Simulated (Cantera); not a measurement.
Input: 1 mol (CH₃)₂SiCl₂, 0.023 mol C₃H₈, 1100 mol H₂, held at 1400 K and 0.00380 bar.

Cantera equilibrium calculation (NASA polynomials, part measured and part estimated; ideal gas, pure solids and liquids). Candidate condensed phases: C, C₆H₆, C₇H₈, C₈H₁₈, Si, SiC; 109 gas species. The feed counts by its element totals alone. Equilibrium is a limit: real reactors are often held back by kinetics, nucleation or transport.

Base state: H₂ 0.998, HCl 0.00181, H 7.88e-5, CH₄ 1.64e-5 (mole fractions); condensed: C(graphite) + SiC(s).

Q: What changes in the equilibrium state with this change: temperature from 1400 K to 1648.15 K?

A: 
| species | before | after |
|---|---|---|
| H₂ | 0.998 | 0.997 |
| HCl | 0.00181 | 0.00181 |
| H | 7.88e-5 | 0.00144 |
| C₂H₂ (acetylene) | 2.51e-6 | 4.46e-5 |
| CH₄ | 1.64e-5 | 5.05e-6 |
| C(graphite), mol | 1.05 | 0.966 |
| SiC(s), mol | 1.000 | 0.999 |

Q: What changes in the equilibrium state with this change: (CH₃)₂SiCl₂ replaced by CH₃SiCl₃?

A: 
```tsv
species	before	after
H₂	0.998	0.997
HCl	0.00181	0.00272
H	7.88e-5	7.88e-5
CH₄	1.64e-5	1.63e-5
C(graphite), mol	1.05	0.0455
SiC(s), mol	1.000	1.000
```

Q: What changes in the equilibrium state with this change: (CH₃)₂SiCl₂ replaced by SiHCl₃?

A: 
```csv
species,before,after
H₂,0.998,0.997
HCl,0.00181,0.00268
H,7.88e-5,7.88e-5
SiCl₂,4.65e-8,2.12e-5
CH₄,1.64e-5,7.83e-8
"C(graphite), mol",1.05,0
"SiC(s), mol",1.000,0.0689
"Si(s), mol",0,0.907
```
Mutual solubility and eutectic melting of coexisting phases are not modelled.
